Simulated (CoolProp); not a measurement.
Cyclohexane along the isotherm 564.7 K: Z from the reference equation and from simpler models built on Tc = 553.6 K, pc = 4.081 MPa, ω = 0.209; each cubic takes its own stable root.

Model: reference Helmholtz-energy equation of state, Zhou 2014, in CoolProp.

```csv
p (MPa),phase,reference
1.28,gas,0.8920
2.55,gas,0.7613
3.83,gas,0.5740
5.1,supercritical,0.2516
6.38,supercritical,0.2686
7.65,supercritical,0.3029
8.93,supercritical,0.3398
10.2,supercritical,0.3770
```

Task: How far does each simpler model (van der Waals, Redlich-Kwong, Soave-Redlich-Kwong, Peng-Robinson) lie from the reference over these 8 states: mean and median of the absolute difference, and the worst?

Result: 
- van der Waals: mean 23.2 %, median 33.5 %, worst +36.3 % at 564.7 K and 7.65 MPa
- Redlich-Kwong: mean 9.0 %, median 11.6 %, worst +17.1 % at 564.7 K and 5.1 MPa
- Soave-Redlich-Kwong: mean 10.3 %, median 12.4 %, worst +21.2 % at 564.7 K and 5.1 MPa
- Peng-Robinson: mean 3.8 %, median 2.2 %, worst +11.2 % at 564.7 K and 5.1 MPa
